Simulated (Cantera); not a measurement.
Charge: 1 mol CH₄, 4.7 mol CO₂, at 15.0 mbar.

Cantera equilibrium calculation (NASA polynomials, part measured and part estimated; ideal gas, pure solids and liquids). Candidate condensed phases: C, C₆H₆, C₇H₈, C₈H₁₈, H₂O; 110 gas species. The numbers say what is thermodynamically allowed, not how fast it happens. All values below are at 2250 °C.

Base state: CO 0.475, CO₂ 0.205, H₂O 0.144, H₂ 0.0533, H 0.0524, OH 0.0301, O₂ 0.0215, O 0.0194 (mole fractions); condensed: gas only.

What changes in the equilibrium state with this change: CO₂ from 4.7 to 0.029 mol?


```csv
species,before,after
H₂,0.0533,0.767
H,0.0524,0.199
CO,0.475,0.0254
CO₂,0.205,<1e-9
OH,0.0301,<1e-9
H₂O,0.144,6.70e-9
O₂,0.0215,<1e-9
O,0.0194,<1e-9
C₂H₂ (acetylene),<1e-9,0.00913
C₂H,<1e-9,0.000178
C₃,<1e-9,4.72e-5
C₄H₂,<1e-9,4.49e-5
"C(graphite), mol",0,0.928
```

What changes in the equilibrium state with this change: CO₂ from 4.7 to 0.067 mol?


```json
[
 {"species": "H₂", "before": "0.0533", "after": "0.739"},
 {"species": "H", "before": "0.0524", "after": "0.195"},
 {"species": "CO", "before": "0.475", "after": "0.0567"},
 {"species": "CO₂", "before": "0.205", "after": "<1e-9"},
 {"species": "OH", "before": "0.0301", "after": "<1e-9"},
 {"species": "O₂", "before": "0.0215", "after": "<1e-9"},
 {"species": "O", "before": "0.0194", "after": "<1e-9"},
 {"species": "H₂O", "before": "0.144", "after": "1.44e-8"},
 {"species": "C₂H₂ (acetylene)", "before": "<1e-9", "after": "0.00880"},
 {"species": "C₂H", "before": "<1e-9", "after": "0.000175"},
 {"species": "C₃", "before": "<1e-9", "after": "4.72e-5"},
 {"species": "C₄H₂", "before": "<1e-9", "after": "4.33e-5"},
 {"species": "C", "before": "<1e-9", "after": "1.52e-5"},
 {"species": "C(graphite), mol", "before": "0", "after": "0.890"}
]
```

What changes in the equilibrium state with this change: CO₂ from 4.7 to 3.7 mol?


```json
[
 {"species": "CO", "before": "0.475", "after": "0.496"},
 {"species": "CO₂", "before": "0.205", "after": "0.156"},
 {"species": "H₂O", "before": "0.144", "after": "0.154"},
 {"species": "H₂", "before": "0.0533", "after": "0.0781"},
 {"species": "O₂", "before": "0.0215", "after": "0.0115"},
 {"species": "O", "before": "0.0194", "after": "0.0142"},
 {"species": "H", "before": "0.0524", "after": "0.0634"},
 {"species": "OH", "before": "0.0301", "after": "0.0267"}
]
```
